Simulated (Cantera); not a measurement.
Cantera run, input and output.

```python
import numpy as np
import cantera as ct

gas = ct.Solution("gri30.yaml")
gas.TPX = 325, 37000, {'CH4': 1, 'H2': 0.031, 'O2': 1.26, 'N2': 4.74}
inlet = ct.Reservoir(gas, clone=True)
gas.equilibrate("HP")  # start burning
reactor = ct.IdealGasConstPressureReactor(gas, energy="on", clone=False)
exhaust = ct.Reservoir(gas, clone=True)
tau = [0.29, 0.13, 0.056, 0.025, 0.011, 0.0049, 0.0021, 0.00095, 0.00042, 0.00019, 8.2e-05, 3.6e-05, 1.6e-05][0]
for a, b in ((inlet, reactor), (reactor, exhaust)):
    ct.MassFlowController(a, b, mdot=lambda t: reactor.mass / tau)
net = ct.ReactorNet([reactor])
show = ['CH4', 'H2', 'O2', 'NO', 'N2O', 'CH2O', 'HCO']

rows = []
print(f"{'tau/s':>10s}{'T/K':>9s}" + "".join(f"{s:>11s}" for s in show))
for tau in [0.29, 0.13, 0.056, 0.025, 0.011, 0.0049, 0.0021, 0.00095, 0.00042, 0.00019, 8.2e-05, 3.6e-05, 1.6e-05]:
    net.initial_time = 0.0
    net.advance(30 * tau)
    before = gas.X
    net.advance(40 * tau)
    drift = np.max(np.abs(gas.X - before) / (gas.X + 1e-9))
    rows.append([gas.T, *gas[show].X, drift])
    print(f"{tau:10.3e}{gas.T:9.1f}" + "".join(f"{x:11.3e}" for x in gas[show].X))
```

Output:

```
     tau/s      T/K        CH4         H2         O2         NO        N2O       CH2O        HCO
 2.900e-01   1858.6  1.737e-03  9.427e-02  2.359e-04  4.137e-05  9.167e-09  4.342e-06  6.059e-08
 1.300e-01   1858.3  2.159e-03  9.175e-02  4.295e-04  3.944e-05  1.110e-08  7.344e-06  1.165e-07
 5.600e-02   1855.6  2.588e-03  8.911e-02  7.859e-04  3.562e-05  1.218e-08  1.256e-05  2.405e-07
 2.500e-02   1849.3  3.042e-03  8.658e-02  1.392e-03  3.029e-05  1.178e-08  2.092e-05  4.914e-07
 1.100e-02   1836.7  3.695e-03  8.376e-02  2.540e-03  2.346e-05  9.882e-09  3.561e-05  1.025e-06
 4.900e-03   1811.6  4.885e-03  8.029e-02  4.893e-03  1.554e-05  6.976e-09  6.301e-05  2.118e-06
 2.100e-03   1723.9  9.735e-03  7.302e-02  1.407e-02  4.079e-06  4.112e-09  1.543e-04  4.494e-06
 9.500e-04    325.0  1.422e-01  4.409e-03  1.792e-01  1.468e-20  3.754e-23  5.579e-18  2.954e-35
 4.200e-04    325.0  1.422e-01  4.409e-03  1.792e-01  1.088e-23  2.782e-26  4.135e-21  4.299e-42
 1.900e-04    325.0  1.422e-01  4.409e-03  1.792e-01  6.873e-25  1.757e-27  2.612e-22  4.739e-45
 8.200e-05    325.0  1.422e-01  4.409e-03  1.792e-01  4.341e-26  1.110e-28  1.650e-23  3.429e-47
 3.600e-05    325.0  1.422e-01  4.409e-03  1.792e-01  2.742e-27  7.012e-30  1.042e-24  5.051e-49
 1.600e-05    325.0  1.422e-01  4.409e-03  1.792e-01  1.732e-28  4.429e-31  6.583e-26  1.343e-50
```

Detailed kinetics in Cantera: GRI-Mech 3.0 (53 species, 325 reactions).
